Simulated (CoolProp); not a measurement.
Properties of propyne along the isobar 101 kPa.

Computed with CoolProp (reference Helmholtz-energy equation of state, Polt 1992). This equation is an older, rougher fit.

| T (K) | phase | density (kg/m³) | cp (kJ/(kg K)) | cv (kJ/(kg K)) | fugacity coefficient |
|---|---|---|---|---|---|
| 288 | gas | 1.723 | 1.527 | 1.298 | 0.9814 |
| 295.1 | gas | 1.678 | 1.544 | 1.317 | 0.9829 |
| 302.3 | gas | 1.636 | 1.561 | 1.337 | 0.9842 |
| 309.4 | gas | 1.596 | 1.579 | 1.356 | 0.9854 |
| 316.5 | gas | 1.559 | 1.598 | 1.376 | 0.9865 |
| 323.6 | gas | 1.523 | 1.616 | 1.396 | 0.9875 |
| 330.8 | gas | 1.489 | 1.635 | 1.416 | 0.9883 |
| 337.9 | gas | 1.456 | 1.654 | 1.436 | 0.9891 |
| 345 | gas | 1.425 | 1.673 | 1.456 | 0.9898 |
